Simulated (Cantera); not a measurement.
## Diamond growth

A diamond (100) surface in a fixed gas of H2 with x(CH4) = 0.02, x(H) = 0.00024, x(CH3) = 1e-05, at 1098 K; coverages are run to steady state.

Model: the Harris–Goodwin 1993 mechanism for the reconstructed diamond (100) surface, integrated in Cantera.

| P (Pa) | growth (µm/h) | θ c6HH | θ c6H* | θ c6*H | θ c6** | θ c6HM |
|---|---|---|---|---|---|---|
| 560 | 0.00149 | 0.555 | 0.0257 | 0.409 | 0.0101 | 0.000181 |
| 930 | 0.00302 | 0.555 | 0.0257 | 0.409 | 0.0101 | 0.000298 |
| 1500 | 0.00616 | 0.555 | 0.0256 | 0.408 | 0.0100 | 0.000474 |
| 2500 | 0.0139 | 0.555 | 0.0256 | 0.408 | 0.0100 | 0.000770 |
| 4100 | 0.0316 | 0.554 | 0.0256 | 0.408 | 0.0100 | 0.00121 |
| 6800 | 0.0747 | 0.554 | 0.0256 | 0.408 | 0.0100 | 0.00189 |
| 11000 | 0.169 | 0.553 | 0.0256 | 0.407 | 0.0100 | 0.00278 |
| 19000 | 0.415 | 0.552 | 0.0255 | 0.406 | 0.00999 | 0.00411 |
θ: site fractions in the mechanism's names (c6HH fully hydrogenated, c6H* and c6*H radical sites, c6** diradical, c6HM methylated).
